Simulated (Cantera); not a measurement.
Hydrocarbon pyrolysis for carbon deposition

An isothermal, constant-pressure homogeneous reactor starts with 0.552 % C₂H₆, 99.4 % N₂, at 1398 K and 0.000286 atm.

Computed with Cantera and GRI-Mech 3.0 (53 species, 325 reactions). GRI-Mech 3.0 stops at C3 and has no aromatics, soot or wall deposition, so with more carbon than oxygen in the feed, carbon stays in small species such as C2H2 where larger ones or solid carbon would form. Radical loss at walls, strong at low pressure, is not modelled.

```csv
t (s),x C₂H₆,x H₂,x CH₄,x C₂H₄,x CH₂,x H,x C₂H₂
0.000200,0.00552,1.20e-12,5.91e-11,2.94e-12,<1e-12,1.21e-10,<1e-12
0.00103,0.00552,3.52e-11,1.57e-9,1.54e-10,<1e-12,7.39e-10,<1e-12
0.00532,0.00551,2.45e-9,4.15e-8,1.27e-8,6.65e-11,1.44e-8,<1e-12
0.0274,0.00545,5.87e-7,1.09e-6,1.17e-6,9.08e-9,7.30e-7,8.02e-11
0.141,0.00503,0.000126,2.75e-5,0.000144,6.51e-7,2.81e-5,5.21e-7
0.729,0.00117,0.00346,0.000560,0.00280,3.59e-6,0.000172,0.000500
3.76,5.99e-7,0.00857,0.000826,0.000923,7.33e-7,9.62e-5,0.00405
19.4,8.65e-8,0.00979,0.000674,6.57e-5,1.28e-7,4.03e-5,0.00504
100,2.03e-8,0.0101,0.000539,6.23e-6,2.98e-8,2.08e-5,0.00518
```
x: mole fraction; the columns are a selection and need not sum to one.

Equilibrium at this temperature and pressure: C₂H₆ <1e-12, H₂ 0.0109, CH₄ 2.04e-8, C₂H₄ 1.33e-9, CH₂ 2.10e-12, H 2.92e-5, C₂H₂ 0.000499 (gas phase only).
